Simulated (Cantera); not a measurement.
A closed system holds: 1 mol Cu₂O, 5.1 mol CO, 3 mol H₂, 1.7 mol CH₄, at 0.100 bar.

These are equilibrium values from Cantera (NASA tables, ideal gas, pure condensed phases), not measurements of a reactor. Candidate condensed phases: C, C₆H₆, C₇H₈, C₈H₁₈, Cu, CuO, Cu(OH)₂, Cu₂O, H₂O; 113 gas species. Equilibrium is a limit: real reactors are often held back by kinetics, nucleation or transport.

x: gas mole fraction; n: condensed amount in mol.

```json
[
 {"T (°C)": "1150", "x H₂": "0.512", "x CO": "0.488", "x Cu": "2.09e-5", "x H": "1.50e-5", "n C(graphite)": "0.700", "n Cu(l)": "2.00"},
 {"T (°C)": "1250", "x H₂": "0.512", "x CO": "0.488", "x Cu": "0.000120", "x H": "5.23e-5", "n C(graphite)": "0.700", "n Cu(l)": "2.00"},
 {"T (°C)": "1350", "x H₂": "0.512", "x CO": "0.488", "x Cu": "…", "x H": "…", "n C(graphite)": "0.699", "n Cu(l)": "1.99"},
 {"T (°C)": "1450", "x H₂": "0.511", "x CO": "0.487", "x Cu": "0.00213", "x H": "0.000412", "n C(graphite)": "0.699", "n Cu(l)": "1.97"},
 {"T (°C)": "1550", "x H₂": "0.508", "x CO": "0.484", "x Cu": "…", "x H": "…", "n C(graphite)": "0.697", "n Cu(l)": "1.91"},
 {"T (°C)": "1650", "x H₂": "0.500", "x CO": "0.477", "x Cu": "0.0204", "x H": "0.00211", "n C(graphite)": "0.694", "n Cu(l)": "1.74"},
 {"T (°C)": "1750", "x H₂": "0.481", "x CO": "0.461", "x Cu": "0.0532", "x H": "0.00417", "n C(graphite)": "0.689", "n Cu(l)": "1.29"},
 {"T (°C)": "1850", "x H₂": "0.441", "x CO": "0.424", "x Cu": "0.126", "x H": "0.00753", "n C(graphite)": "0.679", "n Cu(l)": "0.164"},
 {"T (°C)": "1950", "x H₂": "0.431", "x CO": "0.418", "x Cu": "0.136", "x H": "0.0133", "n C(graphite)": "0.663", "n Cu(l)": "0"},
 {"T (°C)": "2050", "x H₂": "0.423", "x CO": "0.416", "x Cu": "0.136", "x H": "0.0224", "n C(graphite)": "0.639", "n Cu(l)": "0"},
 {"T (°C)": "2150", "x H₂": "0.412", "x CO": "0.413", "x Cu": "0.135", "x H": "0.0360", "n C(graphite)": "0.604", "n Cu(l)": "0"}
]
```

Q: What belongs in the gaps?

A: 
- 1350, x Cu: 0.000555
- 1350, x H: 0.000156
- 1550, x Cu: 0.00704
- 1550, x H: 0.000976
